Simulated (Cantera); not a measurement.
Cantera run, input and output.

```python
import numpy as np
import cantera as ct

surf = ct.Interface("ptcombust.yaml", "Pt_surf")
gas = surf.adjacent["gas"]
gas.TPX = 300, 5500, {'H2': 0.013, 'O2': 0.11, 'N2': 0.79}
jet = ct.ImpingingJet(gas=gas, width=0.079, surface=surf)
jet.inlet.mdot, jet.inlet.T, jet.inlet.X = 0.09, 300, {'H2': 0.013, 'O2': 0.11, 'N2': 0.79}
jet.set_refine_criteria(ratio=10, slope=0.2, curve=0.3)
show, cover = ['H2', 'O2', 'H2O', 'OH'], ["PT(S)", "H(S)", "O(S)", "OH(S)", "CO(S)", "C(S)"]

rows = []
print(f"{'Ts/K':>7s}" + "".join(f"{s:>11s}" for s in show + cover) + "   (gas at the wall, coverages)")
for i, Ts in enumerate([700, 750, 800, 850, 900, 950, 1000]):
    jet.surface.T = Ts
    if i == 0:
        surf.TP = Ts, 5500
        surf.coverages = "PT(S):0.5, O(S):0.5"
        surf.advance_coverages(1.0)
        jet.set_initial_guess(products="inlet")
    jet.solve(loglevel=0, auto=(i == 0))
    rows.append([*(jet.X[gas.species_index(s), -1] for s in show), *surf[cover].coverages])
    print(f"{Ts:7g}" + "".join(f"{x:11.3e}" for x in rows[-1]))
```

Output:

```
   Ts/K         H2         O2        H2O         OH      PT(S)       H(S)       O(S)      OH(S)      CO(S)       C(S)   (gas at the wall, coverages)
    700  2.384e-03  1.078e-01  2.287e-02  1.385e-10  5.101e-02  1.658e-09  9.474e-01  1.555e-03  1.700e-18  2.299e-32
    750  1.829e-03  1.072e-01  2.381e-02  8.200e-10  7.224e-02  4.206e-09  9.264e-01  1.348e-03  2.917e-19  1.912e-29
    800  1.283e-03  1.067e-01  2.474e-02  3.608e-09  1.114e-01  1.220e-08  8.873e-01  1.253e-03  1.524e-18  1.521e-29
    850  9.231e-04  1.063e-01  2.531e-02  1.294e-08  1.647e-01  3.244e-08  8.341e-01  1.158e-03  2.275e-17  9.574e-27
    900  7.004e-04  1.061e-01  2.563e-02  4.050e-08  2.267e-01  7.525e-08  7.722e-01  1.049e-03  7.246e-18  1.037e-26
    950  5.625e-04  1.060e-01  2.578e-02  1.119e-07  2.934e-01  1.548e-07  7.056e-01  9.330e-04  2.652e-18  7.987e-26
   1000  4.719e-04  1.059e-01  2.585e-02  2.783e-07  3.620e-01  2.897e-07  6.372e-01  8.202e-04  4.857e-21  2.470e-26
```

Detailed kinetics in Cantera: Deutschmann's 1995 Pt surface mechanism with GRI-Mech 3.0 gas chemistry. Catalytic surfaces can have several steady states; this one follows from the mechanism file's or the stated starting coverage.
